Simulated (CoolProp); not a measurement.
Properties of methanol along the isobar 101 kPa (Tc = 240.2 °C, pc = 8216 kPa, ω = 0.565).

The numbers come from the reference Helmholtz-energy equation of state, de Reuck 1993 in CoolProp.

```
T (°C)   phase  density (kg/m³)  Joule-Thomson coefficient (K/MPa)  isothermal compressibility (1/MPa)  viscosity (µPa s)  conductivity (mW/(m K))
------  ------  ---------------  ---------------------------------  ----------------------------------  -----------------  -----------------------
-20.45  liquid            829.0                            -0.3691                           0.0009358               1170                      209
-12.35  liquid              ___                            -0.3627                           0.0009867               1000                      207
-4.35   liquid            813.8                            -0.3557                            0.001040                869                      ___
3.75    liquid            806.2                            -0.3479                            0.001097                757                      204
11.75   liquid            798.7                                ___                            0.001156                664                      203
19.75   liquid            791.2                            -0.3299                            0.001220                587                      201
27.85   liquid            783.7                            -0.3195                            0.001289                522                      200
35.85   liquid            776.1                            -0.3082                            0.001362                467                      198
43.95   liquid            768.4                                ___                            0.001443                419                      197
51.95   liquid            760.7                            -0.2825                            0.001530                379                      195
60.05   liquid            752.8                            -0.2680                            0.001627                344                      ___
68.05      gas            1.193                              180.8                                 ___               10.9                     19.3
76.05      gas            1.151                              136.1                               10.35               11.2                     20.1
84.15      gas            1.118                              101.2                               10.22               11.5                     20.9
92.15      gas            1.089                              78.84                               10.15               11.8                     21.7
100.25     gas            1.062                              64.41                               10.10               12.1                     22.6
```

Task: Some entries are withheld; supply them.

Result: 
- -12.35, density (kg/m³): 821.4
- -4.35, conductivity (mW/(m K)): 206
- 11.75, Joule-Thomson coefficient (K/MPa): -0.3393
- 43.95, Joule-Thomson coefficient (K/MPa): -0.2958
- 60.05, conductivity (mW/(m K)): 193
- 68.05, isothermal compressibility (1/MPa): 10.67

Viscosity comes from a separate model (Xiang 2006). Thermal conductivity comes from a separate model (Sykioti 2013).
